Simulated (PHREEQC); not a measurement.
# Reverse-osmosis permeate: an equilibrium model

Model water analysis in mmol/kgw, 25 °C, pH 6.76, pe 11.2:

```tsv
constituent	mmol/kgw
Na	0.131
K	0.0224
Ca	0.241
Mg	0.143
Cl	0.475
S(6)	0.075
Alkalinity (meq/kgw)	0.293
O(0) (counted as O atoms)	0.0042
Si	0.0038
Zn	0.0167
Pb	0.000464
```

Valence states are taken as typed.

The numbers come from PHREEQC with the ion-association model, phreeqc.dat.

```
Item                           Result
--------------------  ---------------
ionic strength        0.00139 mol/kgw
specific conductance        108 µS/cm
charge-balance error            2.0 %
```

```csv
species,molality,activity,log γ
Cl-,0.000475,0.000456,-0.018
HCO3-,0.000290,0.000278,-0.018
Ca+2,0.000238,0.000202,-0.071
Mg+2,0.000141,0.000120,-0.071
Na+,0.000131,0.000126,-0.018
CO2,0.000109,0.000109,0.000
SO4-2,7.09e-5,6.01e-5,-0.072
K+,2.24e-5,2.15e-5,-0.018
Zn+2,1.57e-5,1.33e-5,-0.072
H4SiO4,3.80e-6,3.80e-6,0.000
CaSO4,2.16e-6,2.16e-6,0.000
```

This is a speciation only: nothing precipitates in the calculation.
